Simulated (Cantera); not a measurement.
Mixture: 3.95 % C₃H₈, 20.2 % O₂, 75.9 % N₂, equivalence ratio 0.98, at 1200000 Pa, adiabatic and at constant pressure. Ignition delay is the time to a rise of 400 K.

Detailed kinetics in Cantera: GRI-Mech 3.0 (53 species, 325 reactions). GRI-Mech 3.0 was tuned for natural gas; its chemistry of propane as a main component is partial and can be far from experiment. The pressure lies above the range GRI-Mech 3.0 was tuned for (to about 10 atm).

**Question.** Predict: delay at 1250 K; delay at 1450 K; delay at 1650 K; delay at 1850 K; delay at 2050 K; apparent activation energy between 1850 and 2050 K.

**Answer.** 
| Item | Value |
|---|---|
| delay at 1250 K | 0.616 ms |
| delay at 1450 K | 32.3 µs |
| delay at 1650 K | 4.72 µs |
| delay at 1850 K | 1.48 µs |
| delay at 2050 K | 0.719 µs |
| apparent activation energy between 1850 and 2050 K | 110 kJ/mol |
